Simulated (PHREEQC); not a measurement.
A solution holds 0.0017 mol NH3, 1.9e-06 mol H4SiO4 and 2e-05 mol CO2 per kg of water, at 8.9 °C. Closed to the air; pH follows from the charge balance.

The numbers come from PHREEQC with the ion-association model, phreeqc.dat.

```
quantity                    before    after
------------------------  --------  -------
pH                           10.71     9.58
ionic strength (mol/kgw)  0.000187  1.04e-5
NH3 (mol/kgw)              0.00153  6.66e-6
NH4+ (mol/kgw)            0.000175  1.03e-5
CO3-2 (mol/kgw)            1.26e-5  2.15e-8
HCO3- (mol/kgw)            7.38e-6  1.78e-7
SI of Quartz (SiO2)          -2.20    -3.60
```

Name the change that produced these shifts.
A. NH3 replaced by NH4HCO3 at the same molality
B. temperature from 8.9 to 30 °C
C. diluted 2-fold with water
D. diluted 100-fold with water
E. temperature from 8.9 to 90 °C

D, diluted 100-fold with water

No solid was allowed to form. Away from 25 °C the constants follow the database's enthalpies or fits; those with neither stay at their 25 °C values.
